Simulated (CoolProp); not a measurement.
Model: reference Helmholtz-energy equation of state, Thol 2016, in CoolProp.

Problem. For hexamethyldisiloxane (MM), give the phase and the density (kg/m³), cp (kJ/(kg K)), fugacity coefficient at 137.15 °C and 0.873 MPa; 230.65 °C and 0.873 MPa.

Solution. 
- 137.15 °C and 0.873 MPa: liquid; density 631, cp 2.23, fugacity coefficient 0.280
- 230.65 °C and 0.873 MPa: gas; density 42.8, cp 2.16, fugacity coefficient 0.825
